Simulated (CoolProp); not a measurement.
Vapour-liquid equilibrium of ethylbenzene (1) + m-xylene (2) at 0.1 MPa; x and y are mole fractions of (1).

Model: multi-fluid Helmholtz-energy mixture model, Zhou 2012 and Zhou 2012; pair parameters Bell 2016, in CoolProp.

```
x     bubble temperature, mixture model (K)  bubble temperature, Raoult's law (K)  y, mixture model  y, Raoult's law
----  -------------------------------------  ------------------------------------  ----------------  ---------------
0.05                                  411.5                                 411.6             0.054            0.054
0.15                                  411.2                                 411.3             0.161            0.160
0.25                                  410.9                                 411.0             0.266            0.265
0.35                                  410.5                                 410.7             0.368            0.368
0.45                                  410.2                                 410.4             0.469            0.469
0.55                                  409.9                                 410.1             0.568            0.569
0.65                                  409.7                                 409.8             0.666            0.668
0.75                                  409.4                                 409.5             0.762            0.764
0.85                                  409.2                                 409.2             0.858            0.860
0.95                                  408.9                                 409.0             0.953            0.954
```

The largest gap from Raoult's law is -0.2 K in bubble temperature, at x = 0.55. No azeotrope shows between x = 0.05 and 0.95.

Pair parameters are fitted to limited data, so mixtures are less certain than the pure fluids.
